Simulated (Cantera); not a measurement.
A closed system holds: 1 mol SiH2Cl2, 4.3 mol NH3, 16 mol H2, equilibrated at 133 Pa.

Equilibrium computed with Cantera from the NASA thermochemical tables; the gas is ideal and each condensed phase is pure. Candidate condensed phases: NH4Cl, Si, Si3N4; 28 gas species. The tables' values for SiCl3, SiCl are old estimates; treat these amounts as uncertain. Kinetics and transport are ignored. All values below are at 1573 K.

Base state: H2 0.854, N2 0.0808, HCl 0.0528, SiCl2 0.0111, H 0.00103, Cl 5.06e-5, Si 4.12e-5, SiCl3 3.68e-5 (mole fractions); condensed: Si(s).

**Question.** What changes in the equilibrium state with this change: pressure from 133 Pa to 21000 Pa?

**Answer.** 
```json
[
 {"species": "H2", "before": "0.854", "after": "0.866"},
 {"species": "HCl", "before": "0.0528", "after": "0.0741"},
 {"species": "N2", "before": "0.0808", "after": "0.0581"},
 {"species": "SiCl2", "before": "0.0111", "after": "0.00132"},
 {"species": "Si", "before": "4.12e-5", "after": "1.61e-8"},
 {"species": "SiCl", "before": "3.47e-5", "after": "2.37e-7"},
 {"species": "SiCl4", "before": "3.21e-7", "after": "1.17e-5"},
 {"species": "SiHCl3", "before": "6.89e-7", "after": "1.82e-5"},
 {"species": "H", "before": "0.00103", "after": "8.26e-5"},
 {"species": "Si(s), mol", "before": "0.702", "after": "0"},
 {"species": "Si3N4(s), mol", "before": "0", "after": "0.321"}
]
```
The tables' values for SiCl3 are old estimates; treat these amounts as uncertain.
